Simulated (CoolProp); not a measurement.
Toluene along the isobar 4660 kPa: Z from the reference equation and from simpler models built on Tc = 591.7 K, pc = 4126 kPa, ω = 0.266; each cubic takes its own stable root.

Values from CoolProp's reference Helmholtz-energy equation of state, Lemmon 2006. It is a short technical equation, of lower accuracy than the large ones.

```tsv
T (K)	phase	reference
238	liquid	0.2357
245.4	liquid	0.2303
252.9	liquid	0.2252
260.3	liquid	0.2204
267.8	liquid	0.2159
275.2	liquid	0.2116
282.7	liquid	0.2076
290.1	liquid	0.2039
297.6	liquid	0.2003
305	liquid	0.1970
312.5	liquid	0.1938
319.9	liquid	0.1908
327.4	liquid	0.1880
334.8	liquid	0.1854
342.2	liquid	0.1829
```

**Question.** How far does each simpler model (van der Waals, Redlich-Kwong, Soave-Redlich-Kwong) lie from the reference over these 15 states: mean and median of the absolute difference, and the worst?

**Answer.** 
- van der Waals: mean 69.0 %, median 68.9 %, worst +71.1 % at 238 K and 4660 kPa
- Redlich-Kwong: mean 14.7 %, median 14.6 %, worst +15.5 % at 238 K and 4660 kPa
- Soave-Redlich-Kwong: mean 12.6 %, median 12.4 %, worst +14.1 % at 238 K and 4660 kPa
